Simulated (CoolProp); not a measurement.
Methanol along the isobar 11400 kPa: fugacity coefficient from the reference equation and from simpler models built on Tc = 240.2 °C, pc = 8216 kPa, ω = 0.565; each cubic takes its own stable root.

Computed with CoolProp (reference Helmholtz-energy equation of state, de Reuck 1993).

```csv
T (°C),phase,reference
112.35,liquid,0.04812
130.35,liquid,0.07668
148.45,liquid,0.1161
166.45,liquid,0.1673
184.45,liquid,0.2312
202.55,liquid,0.3077
220.55,liquid,0.3945
238.65,liquid,0.4893
256.65,supercritical,0.5836
274.65,supercritical,0.6548
292.75,supercritical,0.7023
310.75,supercritical,0.7376
328.85,supercritical,0.7649
346.85,supercritical,0.7861
```

### Question
How far does each simpler model (van der Waals, Redlich-Kwong, Soave-Redlich-Kwong, Peng-Robinson) lie from the reference over these 14 states: mean and median of the absolute difference, and the worst?

### Answer
- van der Waals: mean 76.2 %, median 19.9 %, worst +361.1 % at 112.35 °C and 11400 kPa
- Redlich-Kwong: mean 36.8 %, median 10.3 %, worst +150.6 % at 112.35 °C and 11400 kPa
- Soave-Redlich-Kwong: mean 6.4 %, median 6.3 %, worst +11.6 % at 148.45 °C and 11400 kPa
- Peng-Robinson: mean 4.0 %, median 3.1 %, worst +8.0 % at 130.35 °C and 11400 kPa
